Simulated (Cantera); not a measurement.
A perfectly stirred reactor is fed with N2O : O2 = 1 : 0.16 (molar parts), at 1.01 bar; it is held at 1073 K, and followed from long to short residence time.

Computed with Cantera and GRI-Mech 3.0 (53 species, 325 reactions). GRI-Mech 3.0 was tuned for natural gas; its chemistry of N2O as a main component is partial and can be far from experiment. The mechanism lacks the step 2 NO + O2 → 2 NO2, which can matter for NO2 below about 1400 K. The temperature is held fixed by assumption; the heat of reaction is taken as removed at once.

**Question.** What does this change do: temperature 1073 to 1225 K?

**Answer.** 
```json
[
 {"quantity": "x(N2O) at τ = 11.0 s", "before": "0.555", "after": "0.0793"},
 {"quantity": "x(O2) at τ = 11.0 s", "before": "0.225", "after": "0.358"},
 {"quantity": "x(NO) at τ = 11.0 s", "before": "0.0111", "after": "0.0315"},
 {"quantity": "x(NO2) at τ = 11.0 s", "before": "0.000163", "after": "0.000353"},
 {"quantity": "x(N2) at τ = 11.0 s", "before": "0.209", "after": "0.531"},
 {"quantity": "x(N2O) at τ = 0.230 s", "before": "0.851", "after": "0.667"},
 {"quantity": "x(O2) at τ = 0.230 s", "before": "0.141", "after": "0.189"},
 {"quantity": "x(NO) at τ = 0.230 s", "before": "0.000453", "after": "0.0148"},
 {"quantity": "x(NO2) at τ = 0.230 s", "before": "4.53e-6", "after": "0.000154"},
 {"quantity": "x(N2) at τ = 0.230 s", "before": "0.00746", "after": "0.129"}
]
```
